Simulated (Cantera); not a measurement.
Feed: 1 mol Al, 0.01 mol H₂O, 0.075 mol N₂, at 2.00 bar.

These are equilibrium values from Cantera (NASA tables, ideal gas, pure condensed phases), not measurements of a reactor. Candidate condensed phases: Al, AlN, Al₂O₃, H₂O; 35 gas species. Mutual solubility and eutectic melting of coexisting phases are not modelled. Kinetics and transport are ignored.

x: gas mole fraction; n: condensed amount in mol.

| T (K) | x H₂ | x H | x AlH | x Al | n Al(s) | n AlN(s) | n Al₂O₃(s) | n Al(l) |
|---|---|---|---|---|---|---|---|---|
| 700 | 1.00 | <1e-12 | <1e-12 | <1e-12 | 0.843 | 0.150 | 0.00333 | 0 |
| 750 | 1.00 | <1e-12 | <1e-12 | <1e-12 | 0.843 | 0.150 | 0.00333 | 0 |
| 800 | 1.00 | 2.05e-12 | <1e-12 | <1e-12 | 0.843 | 0.150 | 0.00333 | 0 |
| 850 | 1.00 | (withheld) | (withheld) | <1e-12 | 0.843 | 0.150 | 0.00333 | 0 |
| 900 | 1.00 | 8.27e-11 | 3.02e-11 | <1e-12 | 0.843 | 0.150 | 0.00333 | 0 |
| 950 | 1.00 | 3.93e-10 | 1.74e-10 | 3.48e-12 | 0 | 0.150 | 0.00333 | 0.843 |
| 1000 | 1.00 | (withheld) | (withheld) | (withheld) | 0 | 0.150 | 0.00333 | 0.843 |
| 1050 | 1.00 | 5.74e-9 | 3.17e-9 | 1.52e-10 | 0 | 0.150 | 0.00333 | 0.843 |
| 1100 | 1.00 | 1.83e-8 | 1.11e-8 | 7.75e-10 | 0 | 0.150 | 0.00333 | 0.843 |
| 1150 | 1.00 | 5.28e-8 | 3.45e-8 | 3.42e-9 | 0 | 0.150 | 0.00333 | 0.843 |
| 1200 | 1.00 | 1.40e-7 | 9.76e-8 | 1.33e-8 | 0 | 0.150 | 0.00333 | 0.843 |
| 1250 | 1.000 | 3.42e-7 | 2.54e-7 | 4.62e-8 | 0 | 0.150 | 0.00333 | 0.843 |
| 1300 | 1.000 | 7.82e-7 | 6.11e-7 | 1.46e-7 | 0 | 0.150 | 0.00333 | 0.843 |

Q: Some entries are withheld; supply them.

A: 
- 850, x H: 1.45e-11
- 850, x AlH: 4.12e-12
- 1000, x H: 1.60e-9
- 1000, x AlH: 8.00e-10
- 1000, x Al: 2.53e-11
